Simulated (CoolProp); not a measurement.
Properties of sulfur hexafluoride along the isotherm 625 K (Tc = 318.7 K, pc = 3.755 MPa, ω = 0.210).

The numbers come from the reference Helmholtz-energy equation of state, Guder 2009 in CoolProp.

```tsv
p (MPa)	phase	speed of sound (m/s)	expansivity (1/kK)	Prandtl number	fugacity coefficient
0.0178	gas	194.6	1.601	0.755	0.9999
0.0261	gas	194.6	1.602	0.755	0.9999
0.0384	gas	194.6	1.602	0.755	0.9998
0.0563	gas	194.6	1.603	0.754	0.9998
0.0827	gas	194.6	1.605	0.754	0.9996
0.121	gas	194.5	1.607	0.753	0.9995
0.178	gas	194.5	1.611	0.752	0.9992
0.261	gas	194.5	1.615	0.750	0.9989
0.384	gas	194.4	1.623	0.747	0.9984
0.563	gas	194.4	1.633	0.744	0.9976
0.827	gas	194.3	1.649	0.739	0.9966
1.21	gas	194.2	1.671	0.733	0.9951
1.78	gas	194.1	1.704	0.725	0.9929
2.61	gas	194.1	1.751	0.717	0.9900
3.84	supercritical	194.4	1.818	0.709	0.9861
5.63	supercritical	195.3	1.908	0.705	0.9814
```

Viscosity comes from a separate model (Quiñones-Cisneros 2012). Thermal conductivity comes from a separate model (Assael 2012).
